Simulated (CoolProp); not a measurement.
Octamethylcyclotetrasiloxane (D4) along the isotherm 346.85 °C: density (kg/m³) from the reference equation and from simpler models built on Tc = 313.4 °C, pc = 1.347 MPa, ω = 0.598; each cubic takes its own stable root.

The numbers come from the reference Helmholtz-energy equation of state, Thol 2015 in CoolProp.

```tsv
p (MPa)	phase	reference	ideal gas	Peng-Robinson
0.0213	gas	1.231	1.226	1.232
0.0359	gas	2.081	2.066	2.083
0.0607	gas	3.538	3.493	3.542
0.102	gas	6.000	5.869	6.011
0.173	gas	10.34	9.954	10.37
0.292	gas	17.95	16.80	18.04
0.492	gas	31.84	28.31	32.09
0.83	gas	59.49	47.76	60.17
1.4	supercritical	128.2	80.56	129.6
2.37	supercritical	387.2	136.4	351.7
3.99	supercritical	511.1	229.6	493.2
6.74	supercritical	576.0	387.8	588.3
```
